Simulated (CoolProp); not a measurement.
Vapour-liquid equilibrium of R134a (1) + R142b (2) at 14.7 kPa; x and y are mole fractions of (1).

The numbers come from the multi-fluid Helmholtz-energy mixture model, Tillner-Roth 1994 and Lemmon 2006; pair parameters Bell 2016 in CoolProp.

Problem. Give the bubble temperature and the first vapour's composition at x = 0.25, 0.35, 0.85. Is there an azeotrope?

Solution. x = 0.25: 219.0 K, y = 0.460; x = 0.35: 217.4 K, y = 0.569; x = 0.85: 212.8 K, y = 0.908. No azeotrope shows between x = 0.05 and 0.95.

Pair parameters are fitted to limited data, so mixtures are less certain than the pure fluids.
